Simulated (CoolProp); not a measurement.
A single-stage vapour-compression cycle with R115: evaporating at 231.15 K (dew point), condensing at 251.15 K (bubble point), superheat 10 K, subcooling 5 K, compressor efficiency 0.65, no pressure losses. Each further row changes one setting.

The numbers come from the reference Helmholtz-energy equation of state, Lemmon 2016 in CoolProp.

| case | cooling COP | pressure ratio | discharge temperature (K) | refrigerating effect (kJ/kg) | volumetric capacity (kJ/m³) |
|---|---|---|---|---|---|
| as stated | 7.18 | 2.31 | 268.3 | 119 | 845 |
| evaporating temperature 236.15 K | 9.99 | 1.84 | 266.2 | 122 | 1070 |
| condensing temperature 246.15 K | 9.79 | 1.90 | 261.9 | 123 | 879 |
| subcooling 10 K | 7.47 | 2.31 | 268.3 | 123 | 879 |
| superheat 20 K | 7.24 | 2.31 | 278.7 | 125 | 852 |
| compressor efficiency 0.55 | 6.08 | 2.31 | 272.6 | 119 | 845 |
